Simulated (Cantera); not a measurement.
**Hydrocarbon pyrolysis for carbon deposition**

An isothermal, constant-pressure homogeneous reactor starts with 38.5 % C3H8, 61.5 % H2, at 1550 K and 0.0158 atm.

Computed with Cantera and GRI-Mech 3.0 (53 species, 325 reactions). GRI-Mech 3.0 was tuned for natural gas; its chemistry of propane as a main component is partial and can be far from experiment. GRI-Mech 3.0 stops at C3 and has no aromatics, soot or wall deposition, so with more carbon than oxygen in the feed, carbon stays in small species such as C2H2 where larger ones or solid carbon would form. Radical loss at walls, strong at low pressure, is not modelled.

```
t (s)       x C3H8   x H2    x C2H6    x C2H4    x C2H
--------  --------  -----  --------  --------  -------
0.000700    0.0251  0.494    0.0126     0.218  2.47e-7
0.00283    7.78e-5  0.522   0.00172     0.162  2.35e-7
0.0114     1.25e-7  0.547  0.000173     0.108  9.56e-8
0.0463     1.02e-8  0.570   3.06e-5    0.0567  5.62e-8
0.187      9.97e-9  0.593   3.48e-5   0.00739  8.52e-8
0.756      9.01e-9  0.615   3.22e-5   0.00131  1.05e-7
3.06       2.60e-9  0.663   1.35e-5  0.000822  1.25e-7
12.4      1.40e-10  0.711   1.71e-6  0.000561  1.72e-7
50.0      4.46e-12  0.727   1.10e-7  0.000540  1.97e-7
```
x: mole fraction; the columns are a selection and need not sum to one.

Equilibrium at this temperature and pressure: C3H8 1.43e-12, H2 0.730, C2H6 3.77e-8, C2H4 0.000541, C2H 1.99e-7 (gas phase only).
